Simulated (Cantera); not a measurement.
Ignition delay

Mixture: 4.20 % CH4, 1.85 % H2, 17.1 % O2, 76.8 % N2, equivalence ratio 0.54, at 19.0 bar, adiabatic and at constant volume. Ignition delay is the time to a rise of 400 K.

Detailed kinetics in Cantera: GRI-Mech 3.0 (53 species, 325 reactions). The pressure lies above the range GRI-Mech 3.0 was tuned for (to about 10 atm).

```tsv
T0 (K)	delay (ms)
1225	0.263
1325	0.0914
1425	0.0413
1525	0.0212
1625	0.0116
1725	0.00668
```

```
Quantity                                                Result
--------------------------------------------------  ----------
apparent activation energy between 1525 and 1725 K  130 kJ/mol
```
